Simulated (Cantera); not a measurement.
**Adiabatic ignition**

An adiabatic, constant-pressure homogeneous reactor starts with H₂ : O₂ : N₂ : H₂O = 1 : 0.278 : 1.8 : 0.11 (molar parts), at 1325 K and 101000 Pa.

Computed with Cantera and GRI-Mech 3.0 (53 species, 325 reactions).

```tsv
t (s)	T (K)	x H₂	x O₂	x H₂O	x N₂O	x O	x NO
5.00e-6	1325	0.314	0.0872	0.0345	<1e-12	1.78e-8	<1e-12
1.68e-5	1325	0.314	0.0872	0.0345	4.03e-12	2.32e-6	<1e-12
5.62e-5	1885	0.122	0.00349	0.195	1.41e-8	0.00496	1.18e-5
0.000189	2290	0.140	0.000748	0.214	1.08e-8	0.00116	3.76e-5
0.000633	2443	0.147	0.000143	0.222	1.28e-8	0.000226	6.39e-5
0.00212	2477	0.149	6.60e-5	0.224	1.38e-8	0.000106	9.88e-5
0.00711	2477	0.149	6.43e-5	0.224	1.45e-8	0.000104	0.000184
0.0239	2477	0.149	6.36e-5	0.224	1.63e-8	0.000103	0.000313
0.0800	2476	0.149	6.35e-5	0.224	1.68e-8	0.000103	0.000340
0.268	2476	0.149	6.35e-5	0.224	1.68e-8	0.000103	0.000340
0.900	2476	0.149	6.35e-5	0.224	1.68e-8	0.000103	0.000340
```
x: mole fraction; the columns are a selection and need not sum to one.

```yaml
time_of_steepest_temperature_rise: 37.4 µs
temperature at 0.900 s: 2476 K
equilibrium_temperature: 2476 K
x(H₂) at 0.900 s: 0.149 (gas-phase equilibrium 0.149)
x(O₂) at 0.900 s: 6.35e-5 (gas-phase equilibrium 6.35e-5)
x(H₂O) at 0.900 s: 0.224 (gas-phase equilibrium 0.224)
```
